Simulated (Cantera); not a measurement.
## Thermodynamics of silicon nitride deposition, feed SiHCl3 + N2

A closed system holds: 1 mol SiHCl3, 35 mol N2, at 1602 °C.

Cantera equilibrium calculation (NASA polynomials, part measured and part estimated; ideal gas, pure solids and liquids). Candidate condensed phases: NH4Cl, Si, Si3N4; 28 gas species. The tables' values for SiCl3, SiCl, SiN are old estimates; treat these amounts as uncertain. Kinetics and transport are ignored.

From 5.00 Pa to 1.00 bar nothing is condensed. The main Si-bearing gas is SiCl2 throughout.

```json
[
 {"P (Pa)": "5", "log p N2": "-4.34", "log p SiCl2": "-6.07", "log p Cl": "-5.88", "log p HCl": "-6.06", "log p Si": "-6.40", "log p H": "-6.66"},
 {"P (Pa)": "17", "log p N2": "-3.80", "log p SiCl2": "-5.41", "log p Cl": "-5.61", "log p HCl": "-5.49", "log p Si": "-6.29", "log p H": "-6.37"},
 {"P (Pa)": "59", "log p N2": "-3.26", "log p SiCl2": "-4.82", "log p Cl": "-5.31", "log p HCl": "-4.92", "log p Si": "-6.31", "log p H": "-6.10"},
 {"P (Pa)": "210", "log p N2": "-2.70", "log p SiCl2": "-4.26", "log p Cl": "-4.96", "log p HCl": "-4.33", "log p Si": "-6.43", "log p H": "-5.86"},
 {"P (Pa)": "710", "log p N2": "-2.17", "log p SiCl2": "-3.73", "log p Cl": "-4.62", "log p HCl": "-3.78", "log p Si": "-6.58", "log p H": "-5.65"},
 {"P (Pa)": "2400", "log p N2": "-1.64", "log p SiCl2": "-3.21", "log p Cl": "-4.31", "log p HCl": "-3.24", "log p Si": "-6.68", "log p H": "-5.42"},
 {"P (Pa)": "8400", "log p N2": "-1.10", "log p SiCl2": "-2.67", "log p Cl": "-4.05", "log p HCl": "-2.70", "log p Si": "-6.68", "log p H": "-5.14"},
 {"P (Pa)": "29000", "log p N2": "-0.56", "log p SiCl2": "-2.16", "log p Cl": "-3.84", "log p HCl": "-2.17", "log p Si": "-6.57", "log p H": "-4.82"},
 {"P (Pa)": "100000", "log p N2": "-0.02", "log p SiCl2": "-1.64", "log p Cl": "-3.68", "log p HCl": "-1.66", "log p Si": "-6.39", "log p H": "-4.47"}
]
```
log p: log10 of the partial pressure in bar; nothing condenses.
